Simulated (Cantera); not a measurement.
A Cantera script and its output.

```python
import numpy as np
import cantera as ct

gas = ct.Solution("gri30.yaml")
gas.TPX = 1050, 101325, {'N2O': 1, 'N2': 3.2}
reactor = ct.IdealGasConstPressureReactor(gas, energy="off", clone=False)
net = ct.ReactorNet([reactor])
net.rtol, net.atol = 1e-08, 1e-18
show = ['N2O', 'O2', 'N2', 'NO', 'NO2', 'O']
times = np.geomspace(6e-06, 100, 13)

steps = ct.SolutionArray(gas, extra=["t"])
rows = []
print(f"{'t/s':>10s}{'T/K':>9s}{'P/Pa':>11s}" + "".join(f"{s:>11s}" for s in show))
for t in times:
    while net.time < t:
        t_next = net.step()
        steps.append(gas.state, t=t_next)
    rows.append([np.interp(t, steps.t, y) for y in (steps.T, steps.P, *steps(*show).X.T)])
    print(f"{t:10.3e}{rows[-1][0]:9.1f}{rows[-1][1]:11.4g}" + "".join(f"{x:11.3e}" for x in rows[-1][2:]))
rate = np.gradient(steps.T, steps.t)
print("integrator steps:", len(steps.t))
if steps.T.max() > steps.T[0] + 200:
    print(f"time of steepest temperature rise: {steps.t[rate.argmax()]:.4e} s")
gas.TPX = 1050, 101325, {'N2O': 1, 'N2': 3.2}
gas.equilibrate("TP")
print(f"equilibrium (TP): T = {gas.T:.1f} K  " + "  ".join(f"{s} {gas[s].X[0]:.3e}" for s in show))
```

It prints:

```
       t/s      T/K       P/Pa        N2O         O2         N2         NO        NO2          O
 6.000e-06   1050.0  1.013e+05  2.381e-01  1.002e-09  7.619e-01  1.121e-10  2.032e-18  1.500e-08
 2.399e-05   1050.0  1.013e+05  2.381e-01  1.406e-08  7.619e-01  1.574e-09  4.002e-16  4.934e-08
 9.589e-05   1050.0  1.013e+05  2.381e-01  1.449e-07  7.619e-01  1.622e-08  4.241e-14  1.036e-07
 3.834e-04   1050.0  1.013e+05  2.381e-01  8.612e-07  7.619e-01  9.637e-08  1.496e-12  1.165e-07
 1.533e-03   1050.0  1.013e+05  2.381e-01  3.773e-06  7.619e-01  4.222e-07  2.867e-11  1.165e-07
 6.127e-03   1050.0  1.013e+05  2.381e-01  1.541e-05  7.619e-01  1.725e-06  4.773e-10  1.165e-07
 2.449e-02   1050.0  1.013e+05  2.379e-01  6.193e-05  7.620e-01  6.923e-06  7.382e-09  1.164e-07
 9.793e-02   1050.0  1.013e+05  2.375e-01  2.476e-04  7.622e-01  2.760e-05  1.028e-07  1.163e-07
 3.915e-01   1050.0  1.013e+05  2.358e-01  9.848e-04  7.631e-01  1.091e-04  1.030e-06  1.158e-07
 1.565e+00   1050.0  1.013e+05  2.290e-01  3.854e-03  7.667e-01  4.228e-04  5.825e-06  1.133e-07
 6.257e+00   1050.0  1.013e+05  2.045e-01  1.421e-02  7.797e-01  1.523e-03  2.289e-05  1.041e-07
 2.501e+01   1050.0  1.013e+05  1.365e-01  4.317e-02  8.159e-01  4.290e-03  6.591e-05  7.720e-08
 1.000e+02   1050.0  1.013e+05  3.938e-02  8.514e-02  8.683e-01  7.083e-03  1.100e-04  2.977e-08
integrator steps: 914
equilibrium (TP): T = 1050.0 K  N2O 3.380e-09  O2 1.064e-01  N2 8.936e-01  NO 4.025e-05  NO2 1.110e-06  O 2.181e-10
```

Cantera simulation using GRI-Mech 3.0 (53 species, 325 reactions); the numbers are that mechanism's predictions, not measurements. GRI-Mech 3.0 was tuned for natural gas; its chemistry of N2O as a main component is partial and can be far from experiment. The mechanism lacks the step 2 NO + O2 → 2 NO2, which can matter for NO2 below about 1400 K. The temperature is held fixed by assumption; the heat of reaction is taken as removed at once.
